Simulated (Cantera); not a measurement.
An isothermal, constant-pressure homogeneous reactor starts with NO : N2 = 1 : 3.5 (molar parts), at 2175 K and 101000 Pa. Integrator tolerance rtol = 1e-08.

Model: GRI-Mech 3.0 (53 species, 325 reactions), integrated in Cantera.

### Question
What does this change do: pressure from 101000 Pa to 1330 Pa?

### Answer
```csv
quantity,before,after
x(NO) at 6.00 s,0.00901 (gas-phase equilibrium 0.00901),0.0318 (gas-phase equilibrium 0.00887)
x(N2O) at 6.00 s,5.35e-7 (gas-phase equilibrium 5.35e-7),2.85e-7 (gas-phase equilibrium 6.03e-8)
x(O) at 6.00 s,0.000750 (gas-phase equilibrium 0.000750),0.00596 (gas-phase equilibrium 0.00644)
x(O2) at 6.00 s,0.106 (gas-phase equilibrium 0.106),0.0919 (gas-phase equilibrium 0.103)
x(NO2) at 6.00 s,8.49e-6 (gas-phase equilibrium 8.49e-6),3.23e-6 (gas-phase equilibrium 9.44e-7)
```
Radical loss at walls, strong at low pressure, is not modelled.
